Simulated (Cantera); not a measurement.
Charge: 1 mol Pb, 0.038 mol H2, 0.83 mol N2, at 1.60 mbar.

Equilibrium computed with Cantera from the NASA thermochemical tables; the gas is ideal and each condensed phase is pure. Candidate condensed phases: Pb; 11 gas species. Kinetics and transport are ignored.

### Question
Which condensed phases are stable at each of these points (T (K)): 548, 573, 598, 623, 648, 673, 698, 723, 748, 773, 798, 823, 848, 873?

### Answer
```
T (K)  condensed phases  Pb condensed (%)
-----  ----------------  ----------------
548               Pb(s)             100.0
573               Pb(s)             100.0
598               Pb(s)             100.0
623               Pb(l)             100.0
648               Pb(l)             100.0
673               Pb(l)             100.0
698               Pb(l)             100.0
723               Pb(l)             100.0
748               Pb(l)             100.0
773               Pb(l)             100.0
798               Pb(l)             100.0
823               Pb(l)             100.0
848               Pb(l)             100.0
873               Pb(l)             100.0
```

From 548 K to 598 K the condensed part is Pb(s). From 623 K to 873 K the condensed part is Pb(l).
